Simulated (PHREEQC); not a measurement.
Consider water at 25 °C with 0.018 mol HF, 0.00025 mol (CH3)4NF and 0.033 mol (NH4)2SiF6 per kg of water. Closed to the air; pH follows from the charge balance.

Model: ion-association model, phreeqc.dat, run in PHREEQC.

```json
{
 "pH": "2.50",
 "ionic_strength": "0.103 mol/kgw",
 "density": "1.000 g/cm³",
 "total_alkalinity": "-150 meq/kg"
}
```

```json
[
 {"species": "NH4+", "molality": "0.0660", "activity": "0.0490", "log γ": "-0.130"},
 {"species": "SiF6-2", "molality": "0.0330", "activity": "0.0123", "log γ": "-0.429"},
 {"species": "HF", "molality": "0.0139", "activity": "0.0143", "log γ": "0.010"},
 {"species": "F-", "molality": "0.00392", "activity": "0.00298", "log γ": "-0.120"},
 {"species": "H+", "molality": "0.00388", "activity": "0.00319", "log γ": "-0.084"},
 {"species": "(CH3)4N+", "molality": "0.000250", "activity": "0.000192", "log γ": "-0.115"},
 {"species": "HF2-", "molality": "0.000209", "activity": "0.000163", "log γ": "-0.108"},
 {"species": "H4SiO4", "molality": "1.09e-7", "activity": "1.12e-7", "log γ": "0.010"}
]
```

This is a speciation only: nothing precipitates in the calculation. Complexes and solids missing from the database can't appear. (CH3)4N+ isn't in the database: it is added as a free cation with an ion size of 4 Å. SiF6-2 is the database's only silicon fluoride.
